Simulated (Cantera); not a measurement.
An isothermal, constant-pressure homogeneous reactor starts with 26.3 % C2H6, 73.7 % N2, at 1025 K and 0.825 Torr.

Model: GRI-Mech 3.0 (53 species, 325 reactions), integrated in Cantera. GRI-Mech 3.0 stops at C3 and has no aromatics, soot or wall deposition, so with more carbon than oxygen in the feed, carbon stays in small species such as C2H2 where larger ones or solid carbon would form. Radical loss at walls, strong at low pressure, is not modelled.

x: mole fraction; the columns are a selection and need not sum to one.

| t (s) | x C2H6 | x CH3 | x C2H | x CH4 | x C2H2 | x HCN |
|---|---|---|---|---|---|---|
| 0.000700 | 0.263 | 4.91e-8 | <1e-12 | 3.69e-10 | <1e-12 | <1e-12 |
| 0.00236 | 0.263 | (withheld) | <1e-12 | (withheld) | <1e-12 | <1e-12 |
| 0.00798 | 0.263 | 5.19e-7 | <1e-12 | 4.56e-8 | <1e-12 | <1e-12 |
| 0.0270 | 0.263 | (withheld) | <1e-12 | (withheld) | <1e-12 | <1e-12 |
| 0.0911 | 0.263 | 2.84e-6 | <1e-12 | 3.60e-6 | 1.08e-11 | <1e-12 |
| 0.308 | 0.263 | 4.02e-6 | <1e-12 | 1.96e-5 | 3.38e-9 | <1e-12 |
| 1.04 | 0.261 | 1.21e-5 | <1e-12 | 0.000140 | 5.41e-7 | <1e-12 |
| 3.51 | 0.248 | 2.54e-5 | <1e-12 | 0.00130 | 3.02e-5 | <1e-12 |
| 11.8 | 0.202 | 2.33e-5 | <1e-12 | 0.00599 | 0.000393 | <1e-12 |
| 40.0 | 0.0962 | 1.64e-5 | <1e-12 | 0.0194 | 0.00252 | <1e-12 |

**Question.** Complete the blanks.

**Answer.** 
- 0.00236, x CH3: 1.63e-7
- 0.00236, x CH4: 4.15e-9
- 0.0270, x CH3: 1.45e-6
- 0.0270, x CH4: 4.57e-7
